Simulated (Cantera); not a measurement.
A closed system holds: 1 mol Si(CH₃)₄, 0.32 mol C₂H₄, 210 mol H₂, held at 1077 °C and 0.100 bar.

Equilibrium computed with Cantera from the NASA thermochemical tables; the gas is ideal and each condensed phase is pure. Candidate condensed phases: C, C₆H₆, C₇H₈, C₈H₁₈, Si, SiC; 87 gas species. Equilibrium is a limit: real reactors are often held back by kinetics, nucleation or transport.

Base state: H₂ 0.999, CH₄ 0.000576 (mole fractions); condensed: C(graphite) + SiC(s).

Problem. What changes in the equilibrium state with this change: 0.72 mol H₂O added?

Solution. 
| species | before | after |
|---|---|---|
| H₂ | 0.999 | 0.996 |
| CO | 0 | 0.00330 |
| CH₄ | 0.000576 | 0.000572 |
| C(graphite), mol | 3.51 | 2.80 |
| SiC(s), mol | 1.00 | 0.999 |
Further candidate phases: H₂O, SiO₂.

Problem. What changes in the equilibrium state with this change: Si(CH₃)₄ replaced by CH₃SiH₃?

Solution. 
```csv
species,before,after
H₂,0.999,0.999
CH₄,0.000576,0.000576
"C(graphite), mol",3.51,0.516
"SiC(s), mol",1.00,1.00
```
The feed counts by its element totals alone.

Problem. What changes in the equilibrium state with this change: temperature from 1077 °C to 2202 °C?

Solution. 
```tsv
species	before	after
H₂	0.999	0.918
H	7.53e-6	0.0682
C₂H₂ (acetylene)	1.24e-6	0.00893
Si	<1e-9	0.00308
SiC₂	<1e-9	0.000742
SiH	<1e-9	0.000256
Si₂C	<1e-9	0.000143
SiH₂	<1e-9	6.71e-5
C₂H	<1e-9	4.51e-5
C(graphite), mol	3.51	0.183
SiC(s), mol	1.00	0
```
Gases not in the tables: Si₂H₆ and higher silanes.
